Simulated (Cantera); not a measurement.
A perfectly stirred reactor is fed with N2O : H2O = 1 : 0.095 (molar parts), at 308 Torr; it is held at 1323 K, and followed from long to short residence time.

Cantera simulation using GRI-Mech 3.0 (53 species, 325 reactions); the numbers are that mechanism's predictions, not measurements. GRI-Mech 3.0 was tuned for natural gas; its chemistry of N2O as a main component is partial and can be far from experiment. The mechanism lacks the step 2 NO + O2 → 2 NO2, which can matter for NO2 below about 1400 K. The temperature is held fixed by assumption; the heat of reaction is taken as removed at once.

Q: What does this change do: H2O 0.095 to 0.28 parts?

A: 
```
quantity                 before     after
---------------------  --------  --------
x(N2O) at τ = 5.30 s     0.0551    0.0382
x(H2O) at τ = 5.30 s     0.0612     0.160
x(NO) at τ = 5.30 s      0.0463    0.0328
x(OH) at τ = 5.30 s     6.68e-5  0.000109
x(O2) at τ = 5.30 s       0.271     0.250
x(N2O) at τ = 84.0 ms     0.680     0.537
x(H2O) at τ = 84.0 ms    0.0798     0.199
x(NO) at τ = 84.0 ms     0.0190    0.0186
x(OH) at τ = 84.0 ms   0.000103  0.000183
x(O2) at τ = 84.0 ms     0.0697    0.0778
```

Q: What does this change do: pressure from 308 Torr to 760 Torr?

A: 
```json
[
 {"quantity": "x(N2O) at τ = 5.30 s", "before": "0.0551", "after": "0.0284"},
 {"quantity": "x(H2O) at τ = 5.30 s", "before": "0.0612", "after": "0.0604"},
 {"quantity": "x(NO) at τ = 5.30 s", "before": "0.0463", "after": "0.0288"},
 {"quantity": "x(OH) at τ = 5.30 s", "before": "6.68e-5", "after": "4.60e-5"},
 {"quantity": "x(O2) at τ = 5.30 s", "before": "0.271", "after": "0.289"},
 {"quantity": "x(N2O) at τ = 84.0 ms", "before": "0.680", "after": "0.522"},
 {"quantity": "x(H2O) at τ = 84.0 ms", "before": "0.0798", "after": "0.0751"},
 {"quantity": "x(NO) at τ = 84.0 ms", "before": "0.0190", "after": "0.0297"},
 {"quantity": "x(OH) at τ = 84.0 ms", "before": "0.000103", "after": "9.24e-5"},
 {"quantity": "x(O2) at τ = 84.0 ms", "before": "0.0697", "after": "0.118"}
]
```
